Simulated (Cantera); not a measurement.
Thermodynamics of sublimation and decomposition of ceramics, feed Al₂O₃ + H₂

Charge: 1 mol Al₂O₃, 0.16 mol H₂, equilibrated at 47.3 Torr.

Method: chemical equilibrium by Gibbs-energy minimisation in Cantera with the NASA 1993 tables (ideal gas, pure condensed phases). Candidate condensed phases: Al, Al₂O₃, H₂O; 19 gas species. The tables' values for AlOH are old estimates; treat these amounts as uncertain. The numbers say what is thermodynamically allowed, not how fast it happens.

| T (K) | log p H₂ | log p H | log p H₂O | log p Al | log p Al₂O | n Al₂O₃(s) | n Al₂O₃(l) |
|---|---|---|---|---|---|---|---|
| 1700 | -1.20 | -4.43 | -6.18 | -6.49 | -7.33 | 1.000 | 0 |
| 1800 | -1.20 | -4.05 | -5.65 | -5.97 | -6.70 | 1.000 | 0 |
| 1900 | -1.20 | -3.70 | -5.17 | -5.50 | -6.14 | 1.000 | 0 |
| 2000 | -1.20 | -3.39 | -4.75 | -5.09 | -5.65 | 1.000 | 0 |
| 2100 | -1.21 | -3.11 | -4.36 | -4.72 | -5.21 | 1.000 | 0 |
| 2200 | -1.21 | -2.86 | -4.01 | -4.39 | -4.81 | 1.000 | 0 |
| 2300 | -1.22 | -2.62 | -3.70 | -4.09 | -4.46 | 1.000 | 0 |
| 2400 | -1.23 | -2.41 | -3.43 | -3.83 | -4.18 | 0 | 1.000 |
| 2500 | -1.25 | -2.23 | -3.20 | -3.60 | -3.94 | 0 | 0.999 |
| 2600 | -1.28 | -2.06 | -3.00 | -3.39 | -3.74 | 0 | 0.999 |
| 2700 | -1.32 | -1.91 | -2.82 | -3.20 | -3.55 | 0 | 0.998 |
| 2800 | -1.38 | -1.78 | -2.68 | -3.03 | -3.39 | 0 | 0.997 |
log p: log10 of the partial pressure in bar; n: condensed amount in mol.

From 1700 K to 2300 K the condensed part is Al₂O₃(s). From 2400 K to 2800 K the condensed part is Al₂O₃(l). The main Al-bearing gas is Al throughout.
